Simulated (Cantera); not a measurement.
Feed: 1 mol Al₂O₃, 0.17 mol HCl, 0.091 mol H₂O, equilibrated at 775 °C and 1 atm.

Cantera equilibrium calculation (NASA polynomials, part measured and part estimated; ideal gas, pure solids and liquids). Candidate condensed phases: Al, AlCl₃, Al₂O₃, H₂O; 29 gas species. Rates play no part.

Base state: HCl 0.651, H₂O 0.349 (mole fractions); condensed: Al₂O₃(s).

**Question.** What changes in the equilibrium state with this change: temperature from 775 °C to 1377 °C?

**Answer.** 
```
species         before     after
-------------  -------  --------
HCl              0.651     0.649
H₂O              0.349     0.348
Cl             1.80e-6   0.00151
H₂             6.43e-6  0.000925
O₂               <1e-9   1.93e-5
OH             3.32e-9   4.67e-5
Cl₂            5.52e-6  0.000108
Al₂O₃(s), mol     1.00     1.000
```
Gases not in the tables: Al(OH)₃.

**Question.** What changes in the equilibrium state with this change: 0.01 mol Cl₂ added?

**Answer.** 
```tsv
species	before	after
HCl	0.651	0.647
H₂O	0.349	0.322
Cl₂	5.52e-6	0.0247
O₂	<1e-9	0.00595
Cl	1.80e-6	0.000120
Al₂O₃(s), mol	1.00	1.00
```
